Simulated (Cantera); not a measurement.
Mixture: C3H8 : O2 : N2 = 1 : 3.33 : 12.5 (molar parts), equivalence ratio 1.5, at 1.50 bar, adiabatic and at constant volume. Ignition delay is the time to a rise of 400 K.

Detailed kinetics in Cantera: GRI-Mech 3.0 (53 species, 325 reactions). GRI-Mech 3.0 was tuned for natural gas; its chemistry of propane as a main component is partial and can be far from experiment.

**Question.** Predict: delay at 1250 K; delay at 1325 K; delay at 1400 K; delay at 1475 K; delay at 1550 K; apparent activation energy between 1400 and 1550 K.

**Answer.** 
```json
{
 "delay at 1250 K": "1.84 ms",
 "delay at 1325 K": "0.509 ms",
 "delay at 1400 K": "0.174 ms",
 "delay at 1475 K": "72.6 µs",
 "delay at 1550 K": "35.8 µs",
 "apparent activation energy between 1400 and 1550 K": "190 kJ/mol"
}
```
